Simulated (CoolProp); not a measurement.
The fluid at 295 K and 16.4 MPa expands adiabatically to 1.33 MPa with isentropic efficiency 0.9. The same conditions are run with several fluids, on thermodynamics alone (safety and materials aside).

Values from CoolProp's reference Helmholtz-energy equation of state of each fluid (fluorine: de Reuck 1990; nitrogen: Span 2000; normal hydrogen: Leachman 2009; dry air: Lemmon 2000; oxygen: Schmidt 1985). Blends and air are pseudo-pure fits.

```json
[
 {"fluid": "fluorine", "work (kJ/kg)": "95.7", "final temperature (K)": "[?]", "final phase": "gas", "final density (kg/m³)": "[?]"},
 {"fluid": "nitrogen", "work (kJ/kg)": "131", "final temperature (K)": "151.4", "final phase": "gas", "final density (kg/m³)": "[?]"},
 {"fluid": "normal hydrogen", "work (kJ/kg)": "[?]", "final temperature (K)": "153.8", "final phase": "supercritical", "final density (kg/m³)": "[?]"},
 {"fluid": "dry air", "work (kJ/kg)": "125", "final temperature (K)": "[?]", "final phase": "gas", "final density (kg/m³)": "33.5"},
 {"fluid": "oxygen", "work (kJ/kg)": "[?]", "final temperature (K)": "149.3", "final phase": "gas", "final density (kg/m³)": "[?]"}
]
```

Q: What belongs in the gaps?

A: 
- fluorine, final temperature (K): 154.6
- fluorine, final density (kg/m³): 42.3
- nitrogen, final density (kg/m³): 32.1
- normal hydrogen, work (kJ/kg): 2020
- normal hydrogen, final density (kg/m³): 2.08
- dry air, final temperature (K): 150.8
- oxygen, work (kJ/kg): 107
- oxygen, final density (kg/m³): 38.3
